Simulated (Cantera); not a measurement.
**Transport properties of process gases**

Gas mixture: 100 % N₂O, at 135 Torr, frozen composition.

Cantera's kinetic-theory transport with the Lennard-Jones parameters of GRI-Mech 3.0, ideal gas; thermal conductivity in the multicomponent form. The composition is frozen, though it would react at the higher temperatures.

| T (K) | ρ (kg/m³) | cp (J/kg/K) | μ (µPa s) | λ (mW/m/K) | Pr | D (cm²/s) CH₃ | D (cm²/s) H₂O | D (cm²/s) O |
|---|---|---|---|---|---|---|---|---|
| 400 | 0.238 | 970.3 | 19.5 | 25.3 | 0.746 | 1.65 | 1.64 | 2.36 |
| 550 | 0.173 | 1073 | 25.5 | 36.7 | 0.745 | 2.92 | 3.05 | 4.12 |
| 700 | 0.136 | 1150 | 30.8 | 47.7 | 0.743 | 4.45 | 4.80 | 6.24 |
| 850 | 0.112 | 1210 | 35.6 | 58.1 | 0.741 | 6.22 | 6.85 | 8.67 |
| 1000 | 0.0953 | 1255 | 40.0 | 67.9 | 0.740 | 8.21 | 9.18 | 11.4 |
| 1150 | 0.0829 | 1285 | 44.1 | 76.8 | 0.738 | 10.4 | 11.8 | 14.4 |
| 1300 | 0.0733 | 1311 | 48.0 | 85.5 | 0.737 | 12.8 | 14.6 | 17.7 |
| 1450 | 0.0657 | 1334 | 51.7 | 93.8 | 0.736 | 15.4 | 17.6 | 21.2 |
| 1600 | 0.0596 | 1353 | 55.2 | 102 | 0.735 | 18.1 | 20.9 | 25.0 |
D: mixture-averaged diffusion coefficient of that species in the mixture.
